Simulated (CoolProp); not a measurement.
Computed with CoolProp (reference Helmholtz-energy equation of state, Setzmann 1991).

**Question.** For methane, give the phase and the viscosity (µPa s), conductivity (mW/(m K)) at 152.3 K and 40.7 bar; 426.1 K and 40.7 bar.

**Answer.** 
- 152.3 K and 40.7 bar: liquid; viscosity 58.3, conductivity 132
- 426.1 K and 40.7 bar: gas; viscosity 15.5, conductivity 56.5

Viscosity comes from a separate model (Quiñones-Cisneros 2006). Thermal conductivity comes from a separate model (Friend 1989).
